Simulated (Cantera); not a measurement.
Feed: 1 mol B, 0.56 mol H2O, held at 23.3 Torr.

Equilibrium computed with Cantera from the NASA thermochemical tables; the gas is ideal and each condensed phase is pure. Candidate condensed phases: B, B2O3, B3O3H3, H2O; 23 gas species. Mutual solubility and eutectic melting of coexisting phases are not modelled. Rates play no part.

Question: Which condensed phases are stable at each of these points (T (K)): 1598, 1623, 1648, 1673, 1698, 1723, 1748, 1773, 1798, 1823, 1848, 1873, 1898, 1923?

Answer: 
```
T (K)  condensed phases  B condensed (%)
-----  ----------------  ---------------
1598     B(s) + B2O3(l)             94.0
1623     B(s) + B2O3(l)             91.7
1648     B(s) + B2O3(l)             88.5
1673     B(s) + B2O3(l)             83.8
1698     B(s) + B2O3(l)             77.0
1723     B(s) + B2O3(l)             66.7
1748     B(s) + B2O3(l)             50.6
1773               B(s)             48.5
1798               B(s)             48.1
1823               B(s)             47.6
1848               B(s)             47.3
1873               B(s)             46.9
1898               B(s)             46.6
1923               B(s)             46.3
```

From 1598 K to 1748 K the condensed part is B(s) + B2O3(l). From 1773 K to 1923 K the condensed part is B(s).
